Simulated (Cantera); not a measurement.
An adiabatic, constant-pressure homogeneous reactor starts with 31.8 % CO, 3.82 % H₂, 6.36 % CH₄, 12.2 % O₂, 45.8 % N₂, at 1750 K and 760 Torr.

Computed with Cantera and GRI-Mech 3.0 (53 species, 325 reactions).

x: mole fraction; the columns are a selection and need not sum to one.

| t (s) | T (K) | x CO | x H₂ | x CH₄ | x H₂O | x NO₂ | x H |
|---|---|---|---|---|---|---|---|
| 6.00e-6 | 1750 | 0.318 | 0.0382 | 0.0636 | 2.51e-5 | <1e-12 | 3.14e-6 |
| 1.77e-5 | 1750 | 0.318 | 0.0381 | 0.0633 | [?] | <1e-12 | [?] |
| 5.24e-5 | 1775 | 0.317 | 0.0390 | 0.0556 | 0.00599 | 2.54e-12 | 0.000247 |
| 0.000155 | 2573 | 0.298 | 0.0544 | <1e-12 | 0.0812 | 4.09e-9 | 0.0354 |
| 0.000457 | 2737 | 0.301 | 0.0560 | <1e-12 | 0.0905 | [?] | [?] |
| 0.00135 | 2772 | 0.302 | 0.0566 | <1e-12 | 0.0926 | 5.20e-8 | 0.0176 |
| 0.00399 | 2769 | 0.302 | 0.0568 | <1e-12 | 0.0925 | 8.22e-8 | 0.0175 |
| 0.0118 | 2768 | 0.302 | 0.0569 | <1e-12 | 0.0925 | 8.63e-8 | 0.0175 |
| 0.0349 | 2768 | 0.302 | 0.0569 | <1e-12 | 0.0925 | 8.63e-8 | 0.0175 |
| 0.103 | 2768 | 0.302 | 0.0569 | <1e-12 | 0.0925 | 8.63e-8 | 0.0175 |
| 0.305 | 2768 | 0.302 | 0.0569 | <1e-12 | 0.0925 | 8.63e-8 | 0.0175 |
| 0.900 | 2768 | 0.302 | 0.0569 | <1e-12 | 0.0925 | 8.63e-8 | 0.0175 |

Problem. Fill in the missing entries.

Solution. 
- 1.77e-5, x H₂O: 0.000204
- 1.77e-5, x H: 1.27e-5
- 0.000457, x NO₂: 2.05e-8
- 0.000457, x H: 0.0210
